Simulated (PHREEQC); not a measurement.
1.8 g of hydrous ferric oxide (600 m²/g; 0.2 weak and 0.005 strong sites per Fe, Dzombak-Morel constants, diffuse double layer) in 1 kg of water with 0.005 mol/kgw of an inert sodium salt, at 25 °C; the pH is set by adding NaOH or the inert anion's acid. Oxygen alone is held at its pressure in air (log pO2 = -0.68). The system is closed to CO2. Nothing may precipitate in this run.

Base run: PHREEQC, ion-association model, wateq4f.dat. Each further column changes one thing. The table gives surface charge σ (C/m²).

| pH | base | background salt from 0.005 to 0.0005 mol/kgw | oxide from 1.8 to 9 g/kgw | 0.0014 mol/kgw NiCl2 added |
|---|---|---|---|---|
| 4 | 0.191 | 0.123 | 0.221 | 0.218 |
| 5 | 0.093 | 0.045 | 0.105 | 0.113 |
| 6 | 0.038 | 0.015 | 0.041 | 0.051 |
| 7 | 0.013 | 0.004 | 0.013 | 0.027 |
| 8 | 0.001 | 0.000 | 0.001 | 0.012 |
| 9 | -0.009 | -0.003 | -0.010 | 0.000 |
| 10 | -0.031 | -0.012 | -0.033 | -0.014 |
| 11 | -0.083 | -0.052 | -0.091 | -0.041 |
| 12 | -0.218 | -0.203 | -0.232 | -0.096 |

 In at least one series the solution becomes supersaturated in solids that the run did not let form, among them Ni(OH)2.
